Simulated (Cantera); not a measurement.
A Cantera script and what it prints.

```python
import numpy as np
import cantera as ct

gas_names = [...]  # 87 gases of nasa_gas.yaml made of C, H, Si
cond_names = """
    C(gr) C6H6(L) C7H8(L) C8H18(L),n-octa Si(cr) Si(L) SiC(b)
""".split()


# ... load() reads the species with a 1 bar reference pressure and builds the phases ...
atoms = {
    'CH3SiH3': {'C': 1, 'H': 6, 'Si': 1},
    'CH4': {'C': 1, 'H': 4},
    'H2': {'H': 2},
}
top_T = {'C(gr)': 4500, 'SiC(b)': 3050}  # K; cautious upper limits of use, not melting points


# ... equilibrate(T, P, feed) seeds the gas with the atoms and calls Mixture.equilibrate('TP', solver="vcs", rtol=1e-11, max_steps=5000) ...
results = []
feed = {'CH3SiH3': 1, 'CH4': 0.25, 'H2': 1800}  # mol
P = 3600  # Pa
for T in [1950, 2050, 2150, 2250, 2350, 2450, 2550]:
    mix = equilibrate(T, P, feed)
    results.append((T, P, feed, dict(zip(mix.species_names, mix.species_moles))))

top = {s: max(r[3][s] / sum(r[3][g] for g in gas_names) for r in results) for s in gas_names}
cols = sorted((s for s in top if top[s] > 0.0001), key=lambda s: -top[s])[:7]
seen = [c for c in cond_names if any(r[3].get(c, 0) > 1e-12 for r in results)]
print("log10 of partial pressures in bar; condensed amounts in mol")
print(f"{'T/K':>10s}" + "".join(f"{s[:9]:>10s}" for s in cols + seen))
for T, P, feed, n in results:
    ng = sum(n[g] for g in gas_names)
    print(f"{T:10.4g}" + "".join(f"{np.log10(max(n[s] / ng * P / 1e5, 1e-99)):10.3f}" for s in cols)
          + "".join(f"{n.get(c, 0):10.4g}" for c in seen))
```

Result:

```
log10 of partial pressures in bar; condensed amounts in mol
       T/K        H2         H        Si C2H2,acet    SiC(b)
      1950    -1.446    -3.664    -5.616    -5.411    0.8396
      2050    -1.449    -3.369    -4.976    -5.061    0.3277
      2150    -1.454    -3.102    -4.776    -4.927         0
      2250    -1.461    -2.860    -4.758    -4.926         0
      2350    -1.473    -2.640    -4.751    -4.930         0
      2450    -1.490    -2.442    -4.752    -4.939         0
      2550    -1.515    -2.264    -4.758    -4.954         0
```

Equilibrium computed with Cantera from the NASA thermochemical tables; the gas is ideal and each condensed phase is pure. The feed counts by its element totals alone. Gases not in the tables: Si2H6 and higher silanes.
